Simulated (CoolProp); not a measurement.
Vapour-liquid equilibrium of hydrogen chloride (1) + propane (2) at 267 K; x and y are mole fractions of (1).

Computed with CoolProp (multi-fluid Helmholtz-energy mixture model, Thol 2018 and Lemmon 2009; pair parameters Bell 2016).

```csv
x,"bubble pressure, mixture model (bar)","bubble pressure, Raoult's law (bar)","y, mixture model","y, Raoult's law"
0.05,5.646,4.817,0.311,0.228
0.125,8.025,6.172,0.526,0.445
0.2,10.11,7.526,0.635,0.584
0.275,11.91,8.881,0.701,0.680
0.35,13.43,10.24,0.746,0.751
0.425,14.74,11.59,0.780,0.806
0.5,15.88,12.95,0.807,0.849
0.575,16.91,14.30,0.831,0.884
0.65,17.86,15.65,0.854,0.912
0.725,18.77,17.01,0.878,0.937
0.8,19.66,18.36,0.904,0.957
0.875,20.55,19.72,0.934,0.975
0.95,21.42,21.07,0.971,0.991
```

The largest gap from Raoult's law is +34.3 % in bubble pressure, at x = 0.2. No azeotrope shows between x = 0.05 and 0.95.

The pair parameters rest on a limited set of measurements; away from them the model extrapolates.
